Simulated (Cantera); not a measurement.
Feed: 1 mol CF4, a varied amount of H2, equilibrated at 1450 °C and 0.0110 bar.

Cantera equilibrium calculation (NASA polynomials, part measured and part estimated; ideal gas, pure solids and liquids). Candidate condensed phases: C, C6H6, C7H8, C8H18; 95 gas species. Gases not in the tables: C2F6 and larger saturated fluorocarbons. The numbers say what is thermodynamically allowed, not how fast it happens.

log p: log10 of the partial pressure in bar; n: condensed amount in mol.

```csv
n(H2) (mol),log p HF,log p CF4,log p H2,log p CF2,n C(graphite)
0.58,-2.17,-2.38,-9.97,(withheld),0.286
0.93,-2.07,-2.62,-9.66,(withheld),0.461
1.3,-2.01,-2.89,-9.41,(withheld),0.647
1.6,-1.99,-3.20,-9.20,(withheld),0.798
2,-1.96,-8.28,-6.61,(withheld),1.000
2.4,-2.00,<-13,-3.00,(withheld),1.000
2.7,-2.03,<-13,-2.79,(withheld),1.000
3.1,-2.06,<-13,-2.63,(withheld),1.000
3.4,-2.09,<-13,-2.55,(withheld),1.000
3.8,-2.12,<-13,-2.47,(withheld),1.000
```

Q: Some entries are withheld; supply them.

A: 
- 0.58, log p CF2: -4.31
- 0.93, log p CF2: -4.42
- 1.3, log p CF2: -4.56
- 1.6, log p CF2: -4.71
- 2, log p CF2: -7.25
- 2.4, log p CF2: -10.94
- 2.7, log p CF2: -11.21
- 3.1, log p CF2: -11.44
- 3.4, log p CF2: -11.57
- 3.8, log p CF2: -11.71
